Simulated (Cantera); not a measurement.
# Thermodynamics of carbothermic reduction, feed Cu2O + CO + H2

Feed: 1 mol Cu2O, 2 mol CO, 6.1 mol H2, at 0.100 bar.

Cantera equilibrium calculation (NASA polynomials, part measured and part estimated; ideal gas, pure solids and liquids). Candidate condensed phases: C, C6H6, C7H8, C8H18, Cu, CuO, Cu(OH)2, Cu2O, H2O; 113 gas species. The numbers say what is thermodynamically allowed, not how fast it happens.

```csv
T (K),x H2,x CO,x H2O,x Cu,x CO2,n Cu(s),n Cu(l)
1325,0.649,0.227,0.104,2.81e-6,0.0195,2.00,0
1400,0.647,0.230,0.106,1.35e-5,0.0173,0,2.00
1475,0.645,0.231,0.108,5.36e-5,0.0156,0,2.00
1550,0.644,0.233,0.109,0.000186,0.0141,0,2.00
1625,0.642,0.234,0.110,0.000571,0.0129,0,2.00
1700,0.640,0.235,0.111,0.00159,0.0119,0,1.99
1775,0.638,0.235,0.112,0.00404,0.0111,0,1.97
1850,0.633,0.234,0.112,0.00950,0.0103,0,1.92
1925,0.624,0.232,0.111,0.0208,0.00959,0,1.83
2000,0.608,0.227,0.109,0.0431,0.00887,0,1.63
```
x: gas mole fraction; n: condensed amount in mol.

At 1325 K the condensed part is Cu(s). From 1400 K to 2000 K the condensed part is Cu(l). The main Cu-bearing gas is Cu throughout.
